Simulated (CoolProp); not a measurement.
The numbers come from the reference Helmholtz-energy equation of state, de Reuck 1993 in CoolProp.

Q: For methanol, give the phase and the conductivity (mW/(m K)) at 74.75 °C and 136 kPa; 116.65 °C and 136 kPa.

A: 
- 74.75 °C and 136 kPa: gas; conductivity 20.1
- 116.65 °C and 136 kPa: gas; conductivity 24.5

Thermal conductivity comes from a separate model (Sykioti 2013).
